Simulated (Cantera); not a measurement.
Feed: 1 mol Ta₂O₅, 1.2 mol CO, 2.7 mol CH₄, held at 4.10 mbar.

These are equilibrium values from Cantera (NASA tables, ideal gas, pure condensed phases), not measurements of a reactor. Candidate condensed phases: C, C₆H₆, C₇H₈, C₈H₁₈, H₂O, Ta, TaC, Ta₂O₅; 113 gas species. Mutual solubility and eutectic melting of coexisting phases are not modelled. TaC: taken at fixed stoichiometry. Condensed phases not in the tables: Ta₂C. Rates play no part. All values below are at 1500 K.

Base state: H₂ 0.633, CO 0.367, H₂O 0.000531, H 0.000219, CO₂ 0.000119 (mole fractions); condensed: TaC(s) + Ta₂O₅(s).

Question: What changes in the equilibrium state with this change: Ta₂O₅ replaced by Fe₂O₃?

Answer: 
```
species          before     after
-------------  --------  --------
H₂                0.633     0.555
CO                0.367     0.412
H₂O            0.000531    0.0251
Fe                    0   3.66e-5
CO₂            0.000119   0.00719
H              0.000219  0.000205
TaC(s), mol       0.773         0
Ta₂O₅(s), mol     0.613         0
Fe(γ), mol            0      2.00
```
Further candidate phases: Fe, Fe(CO)₅, FeO, Fe(OH)₂, Fe(OH)₃, Fe₂O₃, Fe₃O₄.
